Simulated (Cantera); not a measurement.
**Thermodynamics of tantalum, niobium, vanadium and zirconium in process gases, feed Ta + H2O + H2**

A closed system holds: 1 mol Ta, 5.6 mol H2O, 74 mol H2, held at 2402 °C.

Equilibrium computed with Cantera from the NASA thermochemical tables; the gas is ideal and each condensed phase is pure. Candidate condensed phases: H2O, Ta, Ta2O5; 12 gas species. The numbers say what is thermodynamically allowed, not how fast it happens.

```tsv
P (Pa)	log p H	log p H2	log p H2O	log p O	log p TaO2	log p OH	log p TaO	n Ta2O5(l)
0.100	-6.02	-9.46	-13.64	-7.56	-9.90	-10.80	-8.23	0
1	-5.02	-7.46	-10.66	-6.57	-7.99	-8.82	-7.30	0
10	-4.03	-5.48	-7.74	-5.63	-6.39	-6.89	-6.64	0
100	-3.12	-3.67	-5.15	-4.85	-5.16	-5.21	-6.19	0
1000	-2.41	-2.25	-3.54	-4.66	-4.03	-4.30	-5.25	0
10000	-1.84	-1.10	-2.40	-4.67	-2.97	-3.74	-4.18	0
100000	-1.31	-0.04	-1.42	-4.75	-2.82	-3.29	-3.96	0.434
1000000	-0.80	0.98	-0.41	-4.76	-2.81	-2.79	-3.94	0.493
```
log p: log10 of the partial pressure in bar; n: condensed amount in mol.

From 0.100 Pa to 0.100 bar nothing is condensed. From 1.00 bar to 10.0 bar the condensed part is Ta2O5(l). The main Ta-bearing gas is TaO at 0.100 Pa and TaO2 at 10.0 bar.
